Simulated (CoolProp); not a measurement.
A closed Brayton cycle with nitrogen: compressor inlet 332.15 K and 3.6 MPa, high pressure 9.31 MPa, turbine inlet 695 K, compressor efficiency 0.85, turbine efficiency 0.9, recuperator effectiveness 0.8 (on enthalpy, no pinch check). Each further row changes one setting.

Values from CoolProp's reference Helmholtz-energy equation of state, Span 2000.

```tsv
case	thermal efficiency (%)	net work (kJ/kg)	compressor to turbine work	compressor exit (K)	turbine exit (K)
as stated	[?]	30.0	0.81	455.0	550.5
turbine inlet 645 K	[?]	18.4	0.88	455.0	509.7
compressor inlet 342.15 K	14.5	26.0	0.84	[?]	550.5
high pressure 7.91 MPa	18.1	30.4	[?]	[?]	573.0
recuperator effectiveness 0.5	14.1	30.0	0.81	455.0	550.5
```

What belongs in the gaps?


- as stated, thermal efficiency (%): 16.4
- turbine inlet 645 K, thermal efficiency (%): 11.3
- compressor inlet 342.15 K, compressor exit (K): 468.5
- high pressure 7.91 MPa, compressor to turbine work: 0.77
- high pressure 7.91 MPa, compressor exit (K): 431.5
